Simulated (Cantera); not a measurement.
Feed: 1 mol Fe(CO)₅, 1.4 mol CO, 0.19 mol H₂, at 1500 K and 81.0 Pa.

Cantera equilibrium calculation (NASA polynomials, part measured and part estimated; ideal gas, pure solids and liquids). Candidate condensed phases: C, C₆H₆, C₇H₈, C₈H₁₈, Fe, Fe(CO)₅, FeO, Fe(OH)₂, Fe(OH)₃, Fe₂O₃, Fe₃O₄, H₂O; 114 gas species. Kinetics and transport are ignored.

Base state: CO 0.971, H₂ 0.0288, Fe 0.000185, H 0.000105 (mole fractions); condensed: Fe(γ).

Problem. What changes in the equilibrium state with this change: temperature from 1500 K to 750 K?

Solution. 
```csv
species,before,after
CO,0.971,0.726
CO₂,5.07e-7,0.238
H₂,0.0288,0.0339
Fe,0.000185,<1e-9
H,0.000105,<1e-9
H₂O,3.89e-8,0.00182
"Fe(γ), mol",0.999,0
"C(graphite), mol",0,1.27
"Fe(α), mol",0,1.00
```
Condensed phases not in the tables: cementite and carbon dissolved in iron.
